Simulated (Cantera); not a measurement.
Mixture: 6.34 % CH₄, 0.590 % C₂H₆, 0.698 % C₃H₈, 19.4 % O₂, 73.0 % N₂, at 1800 Torr, adiabatic and at constant volume. Ignition delay is the time to a rise of 400 K.

Model: GRI-Mech 3.0 (53 species, 325 reactions), integrated in Cantera.

Problem. Predict: delay at 1125 K; delay at 1200 K; delay at 1275 K; delay at 1350 K; delay at 1425 K; apparent activation energy between 1275 and 1425 K.

Solution. 
```json
{
  "delay at 1125 K": "8.69 ms",
  "delay at 1200 K": "2.91 ms",
  "delay at 1275 K": "1.02 ms",
  "delay at 1350 K": "0.383 ms",
  "delay at 1425 K": "0.161 ms",
  "apparent activation energy between 1275 and 1425 K": "190 kJ/mol"
}
```
